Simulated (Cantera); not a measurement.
Input: 1 mol SiC, 0.14 mol CO2, 200 mol H2, at 1625 K and 47.0 mbar.

These are equilibrium values from Cantera (NASA tables, ideal gas, pure condensed phases), not measurements of a reactor. Candidate condensed phases: C, C6H6, C7H8, C8H18, H2O, Si, SiC, SiO2; 123 gas species. Kinetics and transport are ignored.

**Question.** What is the equilibrium state?

**Answer.** 
```
Quantity                                   Result
--------------------------------------  ---------
x(H2)                                       0.998
x(CO)                                     0.00105
x(SiO)                                   0.000352
x(H)                                     0.000325
x(CH4)                                    6.68e-6
n(SiC(s))                               0.929 mol
gas amount                              200.3 mol
log10 activity of Si(s) (absent)            -0.93
log10 activity of C(graphite) (absent)      -1.01
```
